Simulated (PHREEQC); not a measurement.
# Geothermal or formation water: speciation

Model water analysis in mg/kgw, 70 °C, pH 7.26:

```tsv
constituent	mg/kgw
Na	2330
K	2
Ca	5.47
Mg	90.2
Cl	2860
S(6) as SO4	1160
Alkalinity as HCO3	99.2
Mn(2)	56.7
```

Cl is adjusted to close the charge balance.
Valence states are taken as typed.

Model: ion-association model, phreeqc.dat, run in PHREEQC.

This is a speciation only: nothing precipitates in the calculation.

Task: Predict the ionic strength, density.

Result: ionic strength 0.117 mol/kgw; density 0.983 g/cm³.

Task: In which forms is K present?

Result: K+ 96 %, KSO4- 3.6 % of the K.

Saturation is exceeded, for instance for Rhodochrosite; the values hold only as long as no solid forms. Complexes and solids missing from the database can't appear. Away from 25 °C the constants follow the database's enthalpies or fits; those with neither stay at their 25 °C values.
